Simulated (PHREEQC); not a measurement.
0.61 g of hydrous ferric oxide (600 m²/g; 0.2 weak and 0.005 strong sites per Fe, Dzombak-Morel constants, diffuse double layer) in 1 kg of water with 0.3 mol/kgw of an inert sodium salt and 0.97 mmol/kgw Ag2SO4, 1.9 mmol/kgw CuSO4 and 0.083 mmol/kgw PbCl2, at 25 °C; the pH is set by adding NaOH or the inert anion's acid. Oxygen is held at 0.21 atm. The system is closed to CO2. No solid was allowed to form.

All values are PHREEQC results (ion-association model, wateq4f.dat), not measurements.

| pH | S sorbed (%) | Ag sorbed (%) | Cu sorbed (%) | Pb sorbed (%) |
|---|---|---|---|---|
| 4 | 15.3 | 0.0 | 1.1 | 23.3 |
| 4.67 | 14.3 | 0.0 | 9.3 | 29.9 |
| 5.33 | 11.1 | 0.0 | 39.0 | 45.0 |
| 6 | 7.8 | 0.0 | 56.1 | 56.4 |
| 6.67 | 6.0 | 0.0 | 60.6 | 65.2 |
| 7.33 | 5.3 | 0.1 | 60.0 | 84.0 |
| 8 | 4.3 | 0.9 | 54.8 | 96.8 |
| 8.67 | 1.2 | 5.3 | 43.3 | 99.2 |
| 9.33 | 0.1 | 16.8 | 30.1 | 99.6 |
| 10 | 0.0 | 35.3 | 16.0 | 99.5 |
| 10.67 | 0.0 | 51.5 | 4.7 | 97.4 |
| 11.33 | 0.0 | 59.1 | 0.6 | 54.2 |
| 12 | 0.0 | 59.8 | 0.1 | 1.7 |

Along this series the solution becomes supersaturated in solids that the run did not let form, among them Cu(OH)2, Brochantite, Antlerite, Atacamite, Larnakite. The database's constant for dissolved Cu(OH)2 is higher than later reviews accept.
